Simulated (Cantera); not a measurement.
Ammonia decomposition in nitride growth gas

An isothermal, constant-pressure homogeneous reactor starts with 4.55 % NH3, 95.5 % N2, at 1950 K and 0.0132 atm.

Cantera simulation using the gas-phase N/H chemistry of the illustrative SiF4/NH3 mechanism in the Surface Chemkin manual (1991); the numbers are that mechanism's predictions, not measurements. Walls and surfaces, which speed up NH3 decomposition in real reactors, are not modelled.

| t (s) | x NH3 | x NH2 | x N | x H | x N2 | x N2H4 |
|---|---|---|---|---|---|---|
| 8.00e-6 | 0.0455 | 3.08e-8 | <1e-12 | 2.79e-8 | 0.955 | <1e-12 |
| 6.00e-5 | 0.0455 | 2.86e-7 | <1e-12 | 1.55e-7 | 0.955 | <1e-12 |
| 0.000450 | 0.0455 | 3.01e-6 | <1e-12 | 2.91e-7 | 0.955 | <1e-12 |
| 0.00337 | 0.0454 | 2.44e-5 | 9.19e-11 | 2.98e-7 | 0.955 | 5.55e-12 |
| 0.0253 | 0.0452 | 0.000180 | 1.02e-8 | 9.59e-7 | 0.954 | 3.03e-10 |
| 0.190 | 0.0395 | 0.000295 | 8.09e-7 | 2.45e-5 | 0.952 | 8.14e-10 |
| 1.42 | 0.0185 | 0.000111 | 1.45e-6 | 8.30e-5 | 0.943 | 1.16e-10 |
| 10.7 | 0.000598 | 8.12e-6 | 8.01e-7 | 0.000306 | 0.935 | <1e-12 |
| 80.0 | 4.86e-8 | 4.87e-9 | 2.69e-8 | 0.00225 | 0.934 | <1e-12 |
x: mole fraction; the columns are a selection and need not sum to one.

Equilibrium at this temperature and pressure: NH3 4.53e-9, NH2 5.12e-10, N 3.59e-9, H 0.00253, N2 0.934, N2H4 <1e-12 (gas phase only).
